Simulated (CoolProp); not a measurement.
Vapour-liquid equilibrium of cis-2-butene (1) + methanol (2) at 1.45 MPa; x and y are mole fractions of (1).

Model: multi-fluid Helmholtz-energy mixture model, Lemmon 2005 and de Reuck 1993; pair parameters Bell 2016, in CoolProp.

```json
[
 {"x": "0.05", "bubble temperature (°C)": "138.6", "y at the bubble point": "0.268", "dew temperature at overall composition x (°C)": "149.4", "liquid density (mol/L)": "19.48"},
 {"x": "0.125", "bubble temperature (°C)": "121.9", "y at the bubble point": "0.535", "dew temperature at overall composition x (°C)": "145.8", "liquid density (mol/L)": "18.52"},
 {"x": "0.2", "bubble temperature (°C)": "110.9", "y at the bubble point": "0.666", "dew temperature at overall composition x (°C)": "142.1", "liquid density (mol/L)": "17.45"},
 {"x": "0.275", "bubble temperature (°C)": "105.0", "y at the bubble point": "0.724", "dew temperature at overall composition x (°C)": "138.2", "liquid density (mol/L)": "16.32"},
 {"x": "0.35", "bubble temperature (°C)": "102.3", "y at the bubble point": "…", "dew temperature at overall composition x (°C)": "134.0", "liquid density (mol/L)": "15.20"},
 {"x": "0.425", "bubble temperature (°C)": "101.2", "y at the bubble point": "0.760", "dew temperature at overall composition x (°C)": "129.4", "liquid density (mol/L)": "14.14"},
 {"x": "0.5", "bubble temperature (°C)": "100.7", "y at the bubble point": "0.765", "dew temperature at overall composition x (°C)": "124.4", "liquid density (mol/L)": "13.16"},
 {"x": "0.575", "bubble temperature (°C)": "100.3", "y at the bubble point": "0.771", "dew temperature at overall composition x (°C)": "118.8", "liquid density (mol/L)": "12.30"},
 {"x": "0.65", "bubble temperature (°C)": "99.8", "y at the bubble point": "0.780", "dew temperature at overall composition x (°C)": "112.4", "liquid density (mol/L)": "11.53"},
 {"x": "0.725", "bubble temperature (°C)": "99.2", "y at the bubble point": "0.796", "dew temperature at overall composition x (°C)": "104.9", "liquid density (mol/L)": "…"},
 {"x": "0.8", "bubble temperature (°C)": "98.8", "y at the bubble point": "0.823", "dew temperature at overall composition x (°C)": "99.2", "liquid density (mol/L)": "10.29"},
 {"x": "0.875", "bubble temperature (°C)": "98.7", "y at the bubble point": "0.866", "dew temperature at overall composition x (°C)": "98.8", "liquid density (mol/L)": "9.793"},
 {"x": "0.95", "bubble temperature (°C)": "99.6", "y at the bubble point": "0.933", "dew temperature at overall composition x (°C)": "99.9", "liquid density (mol/L)": "…"}
]
```

**Question.** Fill in the missing entries.

**Answer.** 
- 0.35, y at the bubble point: 0.749
- 0.725, liquid density (mol/L): 10.87
- 0.95, liquid density (mol/L): 9.345

y crosses x between x = 0.8 and 0.875: the model has an azeotrope there.

The pair parameters rest on a limited set of measurements; away from them the model extrapolates. With so large a gap from Raoult's law the liquid may split in two, which this calculation doesn't test in full.
